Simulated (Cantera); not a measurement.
Charge: 1 mol SiH4, 0.13 mol C2H4, 18 mol H2, 0.011 mol CH4, equilibrated at 2373 K and 1000 Pa.

These are equilibrium values from Cantera (NASA tables, ideal gas, pure condensed phases), not measurements of a reactor. Candidate condensed phases: C, C6H6, C7H8, C8H18, Si, SiC; 87 gas species. Gases not in the tables: Si2H6 and higher silanes. Kinetics and transport are ignored.

Base state: H2 0.829, H 0.127, Si 0.0349, Si2C 0.00260, SiC2 0.00254, C2H2 (acetylene) 0.00211, SiH 0.00103, Si2 0.000153 (mole fractions); condensed: gas only.

Question: What changes in the equilibrium state with this change: pressure from 1000 Pa to 170 Pa?

Answer: 
```
species    before     after
-------  --------  --------
H2          0.829     0.679
H           0.127     0.279
Si         0.0349    0.0359
Si2C      0.00260  0.000508
C3        1.64e-6   1.25e-5
SiH2     0.000105   1.50e-5
```
